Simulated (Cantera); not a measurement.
Cantera run:

```python
import numpy as np
import cantera as ct

gas_names = """
    CL CLO CL2 H HCL HOCL HO2 H2 H2O H2O2 O OH O2 O3 Si SiCL SiCL2 SiCL3 SiCL4 SiH SiHCL3 SiH2 SiH2CL2
    SiH3 SiH3CL SiH4 SiO SiO2 Si2 Si3
""".split()
cond_names = """
    H2O(s) H2O(L) Si(cr) Si(L) SiO2(Lqz) SiO2(hqz) SiO2(L)
""".split()


# ... load() reads the species with a 1 bar reference pressure and builds the phases ...
atoms = {
    'SiCl4': {'Si': 1, 'CL': 4},
    'Cl2': {'CL': 2},
    'H2': {'H': 2},
    'H2O': {'H': 2, 'O': 1},
}
top_T = {}  # K; cautious upper limits of use, not melting points


# ... equilibrate(T, P, feed) seeds the gas with the atoms and calls Mixture.equilibrate('TP', solver="vcs", rtol=1e-11, max_steps=5000) ...
results = []
feed = {'SiCl4': 1, 'Cl2': 1.4, 'H2': 0.44, 'H2O': 0.0062}  # mol
P = 1600000  # Pa
for T in [700, 775, 850, 925, 1000, 1075, 1150, 1225, 1300, 1375, 1450, 1525]:
    mix = equilibrate(T, P, feed)
    results.append((T, P, feed, dict(zip(mix.species_names, mix.species_moles))))

top = {s: max(r[3][s] / sum(r[3][g] for g in gas_names) for r in results) for s in gas_names}
cols = sorted((s for s in top if top[s] > 1e-06), key=lambda s: -top[s])[:7]
seen = [c for c in cond_names if any(r[3].get(c, 0) > 1e-12 for r in results)]
print("log10 of partial pressures in bar; condensed amounts in mol")
print(f"{'T/K':>10s}" + "".join(f"{s[:9]:>10s}" for s in cols + seen))
for T, P, feed, n in results:
    ng = sum(n[g] for g in gas_names)
    print(f"{T:10.4g}" + "".join(f"{np.log10(max(n[s] / ng * P / 1e5, 1e-99)):10.3f}" for s in cols)
          + "".join(f"{n.get(c, 0):10.4g}" for c in seen))
```

Output:

```
log10 of partial pressures in bar; condensed amounts in mol
       T/K     SiCL4       CL2       HCL        CL       H2O     SiCL3 SiO2(Lqz) SiO2(hqz)
       700     0.748     0.732     0.700    -5.814    -6.100   -14.837    0.0031         0
       775     0.748     0.732     0.700    -4.923    -5.628   -12.884    0.0031         0
       850     0.748     0.732     0.700    -4.188    -5.241   -11.278         0  0.003099
       925     0.748     0.732     0.700    -3.571    -4.922    -9.934         0  0.003099
      1000     0.748     0.732     0.700    -3.045    -4.651    -8.794         0  0.003098
      1075     0.748     0.732     0.700    -2.591    -4.419    -7.814         0  0.003097
      1150     0.748     0.731     0.700    -2.196    -4.218    -6.963         0  0.003095
      1225     0.748     0.731     0.700    -1.849    -4.043    -6.218         0  0.003092
      1300     0.748     0.730     0.700    -1.541    -3.888    -5.560         0  0.003088
      1375     0.747     0.729     0.699    -1.267    -3.752    -4.974         0  0.003084
      1450     0.747     0.726     0.699    -1.021    -3.630    -4.449         0  0.003078
      1525     0.746     0.723     0.698    -0.800    -3.522    -3.976         0  0.003071
```

Method: chemical equilibrium by Gibbs-energy minimisation in Cantera with the NASA 1993 tables (ideal gas, pure condensed phases). The tables hold silica as quartz up to 1696 K and as liquid above; real silica turns to tridymite and cristobalite and melts near 1996 K.
